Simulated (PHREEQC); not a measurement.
0.16 g of hydrous ferric oxide (600 m²/g; 0.2 weak and 0.005 strong sites per Fe, Dzombak-Morel constants, diffuse double layer) in 1 kg of water with 0.01 mol/kgw of an inert sodium salt, at 25 °C; the pH is set by adding NaOH or the inert anion's acid. Oxygen is held at 0.21 atm. The system is closed to CO2. No solid was allowed to form.

Model: ion-association model, wateq4f.dat, run in PHREEQC.

```json
[
 {"pH": "3", "surface charge σ (C/m²)": "0.325", "surface potential ψ (mV)": "203"},
 {"pH": "3.5", "surface charge σ (C/m²)": "0.275", "surface potential ψ (mV)": "[?]"},
 {"pH": "4", "surface charge σ (C/m²)": "[?]", "surface potential ψ (mV)": "185"},
 {"pH": "5", "surface charge σ (C/m²)": "0.113", "surface potential ψ (mV)": "[?]"},
 {"pH": "5.5", "surface charge σ (C/m²)": "0.077", "surface potential ψ (mV)": "132"},
 {"pH": "6", "surface charge σ (C/m²)": "[?]", "surface potential ψ (mV)": "[?]"},
 {"pH": "6.5", "surface charge σ (C/m²)": "0.030", "surface potential ψ (mV)": "86"},
 {"pH": "7.5", "surface charge σ (C/m²)": "0.008", "surface potential ψ (mV)": "34"},
 {"pH": "8", "surface charge σ (C/m²)": "[?]", "surface potential ψ (mV)": "6"},
 {"pH": "8.5", "surface charge σ (C/m²)": "[?]", "surface potential ψ (mV)": "-22"},
 {"pH": "9", "surface charge σ (C/m²)": "-0.013", "surface potential ψ (mV)": "-49"},
 {"pH": "10", "surface charge σ (C/m²)": "[?]", "surface potential ψ (mV)": "-100"},
 {"pH": "10.5", "surface charge σ (C/m²)": "-0.064", "surface potential ψ (mV)": "-123"},
 {"pH": "11", "surface charge σ (C/m²)": "-0.099", "surface potential ψ (mV)": "-143"}
]
```

**Question.** Complete the blanks.

**Answer.** 
- 3.5, surface potential ψ (mV): 197
- 4, surface charge σ (C/m²): 0.216
- 5, surface potential ψ (mV): 152
- 6, surface charge σ (C/m²): 0.050
- 6, surface potential ψ (mV): 110
- 8, surface charge σ (C/m²): 0.001
- 8.5, surface charge σ (C/m²): -0.005
- 10, surface charge σ (C/m²): -0.040

The oxide is taken as insoluble; below pH 4 it would dissolve.
